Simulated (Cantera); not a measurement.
An isothermal, constant-pressure homogeneous reactor starts with CH4 : N2 = 1 : 15 (molar parts), at 1950 K and 44.0 Pa. Integrator tolerance rtol = 1e-08.

Cantera simulation using GRI-Mech 3.0 (53 species, 325 reactions); the numbers are that mechanism's predictions, not measurements. GRI-Mech 3.0 stops at C3 and has no aromatics, soot or wall deposition, so with more carbon than oxygen in the feed, carbon stays in small species such as C2H2 where larger ones or solid carbon would form. Radical loss at walls, strong at low pressure, is not modelled.

Q: What does this change do: N2 15 to 3.7 parts?

A: 
| quantity | before | after |
|---|---|---|
| x(CH4) at 60.0 s | 3.21e-7 (gas-phase equilibrium 1.55e-8) | 2.32e-7 (gas-phase equilibrium 2.13e-7) |
| x(C2H2) at 60.0 s | 0.0293 (gas-phase equilibrium 0.00572) | 0.0869 (gas-phase equilibrium 0.0369) |
| x(C2H6) at 60.0 s | <1e-12 (gas-phase equilibrium <1e-12) | <1e-12 (gas-phase equilibrium <1e-12) |
| x(C2H) at 60.0 s | 1.88e-5 (gas-phase equilibrium 1.75e-5) | 8.16e-5 (gas-phase equilibrium 6.43e-5) |
| x(CH2) at 60.0 s | 1.34e-8 (gas-phase equilibrium 1.47e-8) | 2.07e-8 (gas-phase equilibrium 6.54e-8) |
| x(H) at 60.0 s | 0.00354 (gas-phase equilibrium 0.0156) | 0.0152 (gas-phase equilibrium 0.0273) |
| x(HCN) at 60.0 s | 0.000175 (gas-phase equilibrium 0.0467) | 0.000168 (gas-phase equilibrium 0.0989) |

Q: What does this change do: pressure from 44.0 Pa to 29.0 Pa?

A: 
```
quantity                                            before                                    after
-----------------  ---------------------------------------  ---------------------------------------
x(CH4) at 60.0 s   3.21e-7 (gas-phase equilibrium 1.55e-8)  3.65e-6 (gas-phase equilibrium 9.88e-9)
x(C2H2) at 60.0 s   0.0293 (gas-phase equilibrium 0.00572)   0.0293 (gas-phase equilibrium 0.00570)
x(C2H6) at 60.0 s    <1e-12 (gas-phase equilibrium <1e-12)    <1e-12 (gas-phase equilibrium <1e-12)
x(C2H) at 60.0 s   1.88e-5 (gas-phase equilibrium 1.75e-5)  1.47e-5 (gas-phase equilibrium 2.17e-5)
x(CH2) at 60.0 s   1.34e-8 (gas-phase equilibrium 1.47e-8)  9.23e-8 (gas-phase equilibrium 1.45e-8)
x(H) at 60.0 s      0.00354 (gas-phase equilibrium 0.0156)   0.00277 (gas-phase equilibrium 0.0189)
x(HCN) at 60.0 s   0.000175 (gas-phase equilibrium 0.0467)  0.000170 (gas-phase equilibrium 0.0466)
```
